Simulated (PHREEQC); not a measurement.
1.4 g of hydrous ferric oxide (600 m²/g; 0.2 weak and 0.005 strong sites per Fe, Dzombak-Morel constants, diffuse double layer) in 1 kg of water with 0.3 mol/kgw of an inert sodium salt and 0.00076 mol PbCl2, at 25 °C; the pH is set by adding NaOH or the inert anion's acid. O2 is buffered at 0.21 atm. The system is closed to CO2. Nothing may precipitate in this run.

Computed with PHREEQC (ion-association model, wateq4f.dat).

```csv
pH,Pb sorbed (%),surface charge σ (C/m²),surface potential ψ (mV)
4,10.9,0.350,123
4.67,22.6,0.306,116
5.33,71.4,0.245,105
6,96.7,0.180,90
6.67,99.7,0.122,72
7.33,100.0,0.075,51
8,100.0,0.035,26
8.67,100.0,-0.001,-1
9.33,100.0,-0.037,-28
10,100.0,-0.079,-53
10.67,100.0,-0.127,-73
11.33,99.9,-0.167,-86
12,90.4,-0.203,-95
```

Along this series the solution becomes supersaturated in solids that the run did not let form, among them Pb(OH)2. Complexes and solids missing from the database can't appear.
